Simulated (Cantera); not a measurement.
A freely propagating, adiabatic, planar premixed flame of 20.7 % H₂, 16.2 % O₂, 63.1 % N₂, unburnt at 423 K and 13300 Pa; mixture-averaged transport, grid criteria slope 0.08 and curve 0.16, no radiation.

Model: the H2/O2 subset of GRI-Mech 3.0, which has no nitrogen chemistry, integrated in Cantera. Burning velocities carry a grid error of a few per cent, more on coarse grids. Lean hydrogen flames are cellular in practice and burn faster than this planar one.

Q: Predict: laminar burning velocity; thermal thickness; peak x(OH); peak x(H); peak x(HO₂).

A: 
| Property | Value |
|---|---|
| laminar burning velocity | 214 cm/s |
| thermal thickness | 5.40 mm |
| peak x(OH) | 0.0103 |
| peak x(H) | 0.0365 |
| peak x(HO₂) | 9.88e-5 |
